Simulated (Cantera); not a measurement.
Transport properties of process gases

Gas mixture: 60.4 % CO2, 39.6 % NO, at 18.8 Torr, frozen composition.

Cantera's kinetic-theory transport with the Lennard-Jones parameters of GRI-Mech 3.0, ideal gas; thermal conductivity in the multicomponent form. The composition is frozen, though it would react at the higher temperatures.

```json
[
 {"T (K)": "400", "ρ (kg/m³)": "0.0289", "cp (J/kg/K)": "956.7", "μ (µPa s)": "20.9", "λ (mW/m/K)": "27.9", "Pr": "0.715", "D (cm²/s) H": "73.2", "D (cm²/s) CH4": "12.9", "D (cm²/s) N2": "11.8"},
 {"T (K)": "650", "ρ (kg/m³)": "0.0178", "cp (J/kg/K)": "1088", "μ (µPa s)": "30.6", "λ (mW/m/K)": "46.1", "Pr": "0.723", "D (cm²/s) H": "172", "D (cm²/s) CH4": "30.4", "D (cm²/s) N2": "27.4"},
 {"T (K)": "900", "ρ (kg/m³)": "0.0129", "cp (J/kg/K)": "1176", "μ (µPa s)": "38.8", "λ (mW/m/K)": "62.9", "Pr": "0.725", "D (cm²/s) H": "301", "D (cm²/s) CH4": "53.2", "D (cm²/s) N2": "47.6"},
 {"T (K)": "1150", "ρ (kg/m³)": "0.0101", "cp (J/kg/K)": "1233", "μ (µPa s)": "46.0", "λ (mW/m/K)": "78.2", "Pr": "0.726", "D (cm²/s) H": "456", "D (cm²/s) CH4": "80.4", "D (cm²/s) N2": "71.9"},
 {"T (K)": "1400", "ρ (kg/m³)": "0.00826", "cp (J/kg/K)": "1272", "μ (µPa s)": "52.5", "λ (mW/m/K)": "92.1", "Pr": "0.726", "D (cm²/s) H": "634", "D (cm²/s) CH4": "112", "D (cm²/s) N2": "99.8"},
 {"T (K)": "1650", "ρ (kg/m³)": "0.00701", "cp (J/kg/K)": "1300", "μ (µPa s)": "58.6", "λ (mW/m/K)": "105", "Pr": "0.725", "D (cm²/s) H": "834", "D (cm²/s) CH4": "147", "D (cm²/s) N2": "131"},
 {"T (K)": "1900", "ρ (kg/m³)": "0.00609", "cp (J/kg/K)": "1320", "μ (µPa s)": "64.3", "λ (mW/m/K)": "117", "Pr": "0.725", "D (cm²/s) H": "1050", "D (cm²/s) CH4": "186", "D (cm²/s) N2": "166"},
 {"T (K)": "2150", "ρ (kg/m³)": "0.00538", "cp (J/kg/K)": "1334", "μ (µPa s)": "69.7", "λ (mW/m/K)": "128", "Pr": "0.724", "D (cm²/s) H": "1300", "D (cm²/s) CH4": "229", "D (cm²/s) N2": "204"}
]
```
D: mixture-averaged diffusion coefficient of that species in the mixture.
